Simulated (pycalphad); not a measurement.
All values are pycalphad results on the COST 507 light-alloy database (1999) (1 atm), not direct measurements. These are 1990s assessments: newer ones move some temperatures and phases. Phase fractions are per mole of atoms.

Problem. Give the equilibrium state of Fe-0.66Si (at.%) at 1650 K.

Solution. BCC_A2, fraction 0.980, with 0.66 Si at.%; FCC_A1, fraction 0.020, with 0.60 Si at.%.

FCC_A1 is fcc; BCC_A2 is bcc.
